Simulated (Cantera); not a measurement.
Feed: 1 mol HCl, 1 mol H2, 18 mol N2, equilibrated at 1973.15 K and 27.0 bar.

Equilibrium computed with Cantera from the NASA thermochemical tables; the gas is ideal and each condensed phase is pure. Candidate condensed phases: NH4Cl; 12 gas species. Rates play no part.

Base state: N2 0.900, H2 0.0500, HCl 0.0500, H 5.81e-5, Cl 4.34e-5 (mole fractions); condensed: gas only.

### Question
What changes in the equilibrium state with this change: temperature from 1973.15 K to 2600 K?

### Answer
```csv
species,before,after
N2,0.900,0.899
H2,0.0500,0.0497
HCl,0.0500,0.0488
H,5.81e-5,0.00165
Cl,4.34e-5,0.00113
```

### Question
What changes in the equilibrium state with this change: temperature from 1973.15 K to 625 K?

### Answer
```csv
species,before,after
N2,0.900,0.902
HCl,0.0500,0.0503
H2,0.0500,0.0414
NH3,6.02e-6,0.00594
H,5.81e-5,<1e-9
Cl,4.34e-5,<1e-9
```
